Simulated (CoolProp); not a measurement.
Vapour-liquid equilibrium of R152A (1) + methanol (2) at 256.5 K; x and y are mole fractions of (1).

The numbers come from the multi-fluid Helmholtz-energy mixture model, Outcalt 1996 and de Reuck 1993; pair parameters Bell 2016 in CoolProp.

```tsv
x	bubble pressure (bar)	y at the bubble point	dew pressure at overall composition x (bar)	liquid density (mol/L)
0.05	0.3775	0.966	0.01385	25.05
0.2	0.7885	0.984	0.01643	?
0.35	0.8822	?	?	21.28
0.5	0.9399	0.987	0.02625	19.65
0.65	1.024	0.989	0.03748	?
0.8	1.150	0.993	?	16.78
0.95	1.321	0.998	0.2605	15.49
```

Problem. What belongs in the gaps?

Solution. 
- 0.2, liquid density (mol/L): 23.07
- 0.35, y at the bubble point: 0.986
- 0.35, dew pressure at overall composition x (bar): 0.02020
- 0.65, liquid density (mol/L): 18.16
- 0.8, dew pressure at overall composition x (bar): 0.06553

No azeotrope shows between x = 0.05 and 0.95.

Pair parameters are fitted to limited data, so mixtures are less certain than the pure fluids. With so large a gap from Raoult's law the liquid may split in two, which this calculation doesn't test in full.
